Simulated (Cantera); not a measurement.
Input (Python, Cantera):

```python
import numpy as np
import cantera as ct

gas = ct.Solution("h2o2.yaml")
gas.TPX = 1150, 20000, {'H2': 1.3, 'O2': 1, 'N2': 0.74}
inlet = ct.Reservoir(gas, clone=True)

reactor = ct.IdealGasConstPressureReactor(gas, energy="off", clone=False)
exhaust = ct.Reservoir(gas, clone=True)
tau = [29, 5.3, 0.98, 0.18, 0.033, 0.0061, 0.0011, 0.00021][0]
for a, b in ((inlet, reactor), (reactor, exhaust)):
    ct.MassFlowController(a, b, mdot=lambda t: reactor.mass / tau)
net = ct.ReactorNet([reactor])
show = ['H2', 'O2', 'H', 'H2O2', 'OH', 'O']

rows = []
print(f"{'tau/s':>10s}{'T/K':>9s}" + "".join(f"{s:>11s}" for s in show))
for tau in [29, 5.3, 0.98, 0.18, 0.033, 0.0061, 0.0011, 0.00021]:
    net.initial_time = 0.0
    net.advance(30 * tau)
    before = gas.X
    net.advance(40 * tau)
    drift = np.max(np.abs(gas.X - before) / (gas.X + 1e-9))
    rows.append([gas.T, *gas[show].X, drift])
    print(f"{tau:10.3e}{gas.T:9.1f}" + "".join(f"{x:11.3e}" for x in gas[show].X))
```

Result:

```
     tau/s      T/K         H2         O2          H       H2O2         OH          O
 2.900e+01   1150.0  5.958e-05  1.464e-01  4.601e-07  3.563e-07  9.958e-05  3.910e-06
 5.300e+00   1150.0  1.886e-04  1.465e-01  2.537e-06  8.226e-07  1.720e-04  1.309e-05
 9.800e-01   1150.0  5.874e-04  1.466e-01  1.380e-05  1.791e-06  2.977e-04  4.443e-05
 1.800e-01   1150.0  1.770e-03  1.469e-01  7.508e-05  3.537e-06  5.332e-04  1.511e-04
 3.300e-02   1150.0  5.028e-03  1.480e-01  4.048e-04  5.775e-06  9.996e-04  4.912e-04
 6.100e-03   1150.0  1.342e-02  1.510e-01  2.111e-03  7.761e-06  1.923e-03  1.473e-03
 1.100e-03   1150.0  3.443e-02  1.591e-01  1.048e-02  8.632e-06  3.703e-03  4.138e-03
 2.100e-04   1150.0  8.005e-02  1.786e-01  4.049e-02  7.505e-06  6.370e-03  1.004e-02
```

Model: the H2/O2 subset of GRI-Mech 3.0, which has no nitrogen chemistry, integrated in Cantera. The temperature is held fixed by assumption; the heat of reaction is taken as removed at once.
